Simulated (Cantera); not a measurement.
## Thermal oxidation and active oxidation of silicon: Si + CO2 + H2 + H2O

Input: 1 mol Si, 0.63 mol CO2, 790 mol H2, 0.013 mol H2O, held at 0.133 bar.

These are equilibrium values from Cantera (NASA tables, ideal gas, pure condensed phases), not measurements of a reactor. Candidate condensed phases: C, C6H6, C7H8, C8H18, H2O, Si, SiC, SiO2; 123 gas species. Mutual solubility and eutectic melting of coexisting phases are not modelled. The tables hold silica as quartz up to 1696 K and as liquid above; real silica turns to tridymite and cristobalite and melts near 1996 K. The numbers say what is thermodynamically allowed, not how fast it happens.

From 1298 K to 1448 K the condensed part is SiC(s) + SiO2(β-quartz). From 1473 K to 1623 K the condensed part is SiC(s). The main Si-bearing gas is SiO throughout.

```
T (K)   x H2     x SiO      x CO       x H     x CH4    x H2O  n SiC(s)  n SiO2(β-quartz)
-----  -----  --------  --------  --------  --------  -------  --------  ----------------
1298   1.000   8.82e-6  0.000149   2.93e-6  0.000118  1.65e-6     0.419             0.574
1323   1.000   1.93e-5  0.000177   4.34e-6   7.98e-5  1.97e-6     0.427             0.558
1348   1.000   4.14e-5  0.000202   6.34e-6   5.33e-5  2.29e-6     0.428             0.539
1373   1.000   8.66e-5  0.000229   9.12e-6   3.61e-5  2.65e-6     0.421             0.511
1398   1.000  0.000175  0.000265   1.30e-5   2.52e-5  3.09e-6     0.400             0.461
1423   0.999  0.000337  0.000323   1.82e-5   1.86e-5  3.63e-6     0.360             0.374
1448   0.999  0.000620  0.000420   2.52e-5   1.45e-5  4.36e-6     0.286             0.223
1473   0.998   0.00104  0.000562   3.46e-5   1.20e-5  5.10e-6     0.176                 0
1498   0.998   0.00104  0.000563   4.70e-5   1.12e-5  4.03e-6     0.176                 0
1523   0.998   0.00104  0.000564   6.32e-5   1.05e-5  3.21e-6     0.175                 0
1548   0.998   0.00104  0.000565   8.43e-5   9.80e-6  2.57e-6     0.175                 0
1573   0.998   0.00104  0.000565  0.000111   9.20e-6  2.07e-6     0.175                 0
1598   0.998   0.00104  0.000566  0.000146   8.66e-6  1.69e-6     0.175                 0
1623   0.998   0.00104  0.000567  0.000189   8.16e-6  1.38e-6     0.175                 0
```
x: gas mole fraction; n: condensed amount in mol.
